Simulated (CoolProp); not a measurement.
Vapour-liquid equilibrium of nitrogen (1) + carbon monoxide (2) at 176 kPa; x and y are mole fractions of (1).

Computed with CoolProp (multi-fluid Helmholtz-energy mixture model, Span 2000 and Lemmon 2006; pair parameters Gernert 2013).

```json
[
 {"x": "0.05", "bubble temperature (K)": "86.5", "y at the bubble point": "0.078", "dew temperature at overall composition x (K)": "(withheld)", "liquid density (mol/L)": "27.52"},
 {"x": "0.125", "bubble temperature (K)": "86.1", "y at the bubble point": "0.186", "dew temperature at overall composition x (K)": "(withheld)", "liquid density (mol/L)": "27.56"},
 {"x": "0.2", "bubble temperature (K)": "(withheld)", "y at the bubble point": "(withheld)", "dew temperature at overall composition x (K)": "86.0", "liquid density (mol/L)": "27.60"},
 {"x": "0.275", "bubble temperature (K)": "85.2", "y at the bubble point": "0.377", "dew temperature at overall composition x (K)": "85.7", "liquid density (mol/L)": "27.63"},
 {"x": "0.35", "bubble temperature (K)": "84.8", "y at the bubble point": "0.460", "dew temperature at overall composition x (K)": "85.3", "liquid density (mol/L)": "27.67"},
 {"x": "0.425", "bubble temperature (K)": "84.4", "y at the bubble point": "0.537", "dew temperature at overall composition x (K)": "85.0", "liquid density (mol/L)": "(withheld)"},
 {"x": "0.5", "bubble temperature (K)": "84.1", "y at the bubble point": "(withheld)", "dew temperature at overall composition x (K)": "84.6", "liquid density (mol/L)": "27.73"},
 {"x": "0.575", "bubble temperature (K)": "83.8", "y at the bubble point": "0.674", "dew temperature at overall composition x (K)": "84.3", "liquid density (mol/L)": "27.76"},
 {"x": "0.65", "bubble temperature (K)": "83.5", "y at the bubble point": "0.737", "dew temperature at overall composition x (K)": "83.9", "liquid density (mol/L)": "27.79"},
 {"x": "0.725", "bubble temperature (K)": "83.2", "y at the bubble point": "0.796", "dew temperature at overall composition x (K)": "83.6", "liquid density (mol/L)": "27.82"},
 {"x": "0.8", "bubble temperature (K)": "83.0", "y at the bubble point": "0.853", "dew temperature at overall composition x (K)": "83.2", "liquid density (mol/L)": "(withheld)"},
 {"x": "0.875", "bubble temperature (K)": "82.7", "y at the bubble point": "0.908", "dew temperature at overall composition x (K)": "82.9", "liquid density (mol/L)": "27.88"},
 {"x": "0.95", "bubble temperature (K)": "82.5", "y at the bubble point": "0.963", "dew temperature at overall composition x (K)": "82.6", "liquid density (mol/L)": "27.92"}
]
```

### Question
Some entries are withheld; supply them.

### Answer

- 0.05, dew temperature at overall composition x (K): 86.6
- 0.125, dew temperature at overall composition x (K): 86.3
- 0.2, bubble temperature (K): 85.6
- 0.2, y at the bubble point: 0.286
- 0.425, liquid density (mol/L): 27.70
- 0.5, y at the bubble point: 0.608
- 0.8, liquid density (mol/L): 27.85

No azeotrope shows between x = 0.05 and 0.95.

Pair parameters are fitted to limited data, so mixtures are less certain than the pure fluids.
